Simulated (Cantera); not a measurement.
A perfectly stirred reactor is fed with C2H6 : N2 = 1 : 98 (molar parts), at 36.0 Torr; it is held at 1350 K, and followed from long to short residence time.

Model: GRI-Mech 3.0 (53 species, 325 reactions), integrated in Cantera. GRI-Mech 3.0 stops at C3 and has no aromatics, soot or wall deposition, so with more carbon than oxygen in the feed, carbon stays in small species such as C2H2 where larger ones or solid carbon would form. Radical loss at walls, strong at low pressure, is not modelled.

x: mole fraction; the columns are a selection and need not sum to one.

```tsv
τ (s)	x C2H6	x CH2	x CH3	x CH4	x C2H4
11	2.54e-5	9.48e-9	2.11e-5	0.00149	(withheld)
4.4	5.13e-5	1.70e-8	3.02e-5	0.00164	(withheld)
1.8	0.000104	2.95e-8	4.31e-5	0.00182	(withheld)
0.75	0.000212	4.98e-8	6.15e-5	0.00201	(withheld)
0.31	0.000442	8.31e-8	8.87e-5	0.00214	(withheld)
0.13	0.000927	1.34e-7	0.000129	0.00211	(withheld)
0.054	0.00196	2.05e-7	0.000187	0.00179	0.00407
0.022	0.00393	2.72e-7	0.000260	0.00116	0.00418
0.0092	0.00643	2.85e-7	0.000307	0.000544	(withheld)
```

Problem. Some entries are withheld; supply them.

Solution. 
- 11, x C2H4: 0.000155
- 4.4, x C2H4: 0.000290
- 1.8, x C2H4: 0.000545
- 0.75, x C2H4: 0.00101
- 0.31, x C2H4: 0.00181
- 0.13, x C2H4: 0.00294
- 0.0092, x C2H4: 0.00287
